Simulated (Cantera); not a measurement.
Feed: 1 mol CH₃SiH₃, 0.014 mol C₂H₂, 1.5 mol H₂, 0.15 mol C₂H₄, at 10.0 Torr.

Equilibrium computed with Cantera from the NASA thermochemical tables; the gas is ideal and each condensed phase is pure. Candidate condensed phases: C, C₆H₆, C₇H₈, C₈H₁₈, Si, SiC; 87 gas species. The feed counts by its element totals alone. Gases not in the tables: Si₂H₆ and higher silanes. Rates play no part.

log p: log10 of the partial pressure in bar; n: condensed amount in mol.

```tsv
T (K)	log p H₂	log p H	log p Si	log p C₂H₂ (acetylene)	n C(graphite)	n SiC(s)
1375	-1.88	-6.40	-11.76	-7.63	0.328	1.00
1475	-1.88	[?]	[?]	[?]	0.328	1.00
1575	-1.88	-5.32	-9.26	-6.55	0.328	1.00
1675	-1.88	[?]	[?]	[?]	0.327	1.000
1775	-1.88	-4.48	-7.33	-5.72	0.327	1.000
1875	-1.88	-4.12	-6.52	-5.38	0.325	1.000
1975	-1.88	-3.80	-5.79	-5.07	0.322	0.999
2075	-1.89	-3.52	-5.14	-4.79	0.319	0.997
2175	-1.90	-3.26	-4.54	-4.55	0.318	0.987
```

Problem. What belongs in the gaps?

Solution. 
- 1475, log p H: -5.82
- 1475, log p Si: -10.42
- 1475, log p C₂H₂ (acetylene): -7.05
- 1675, log p H: -4.87
- 1675, log p Si: -8.23
- 1675, log p C₂H₂ (acetylene): -6.11
